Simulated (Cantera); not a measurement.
An isothermal plug-flow reactor at 625 K and 101000 Pa (inlet), inlet velocity 0.093 m/s, active area per volume 100 1/m; feed H2 : O2 : N2 : H2O = 0.004 : 0.026 : 0.79 : 0.062 (molar parts), equivalence ratio 0.077.

Model: Deutschmann's 1995 Pt surface mechanism with GRI-Mech 3.0 gas chemistry, integrated in Cantera. Catalytic surfaces can have several steady states; this one follows from the mechanism file's or the stated starting coverage. Mass transfer to the wall is taken as infinitely fast.

Predict: x(H2) at z = 0.022 m; x(O2) at z = 0.022 m; x(H2O) at z = 0.022 m; θ(free Pt) at the exit; θ(O*) at the exit; θ(OH*) at the exit.


```json
{
 "x(H2) at z = 0.022 m": "1.00e-5",
 "x(O2) at z = 0.022 m": "0.0273",
 "x(H2O) at z = 0.022 m": "0.0750",
 "θ(free Pt) at the exit": "0.00315",
 "θ(O*) at the exit": "0.992",
 "θ(OH*) at the exit": "0.00532"
}
```
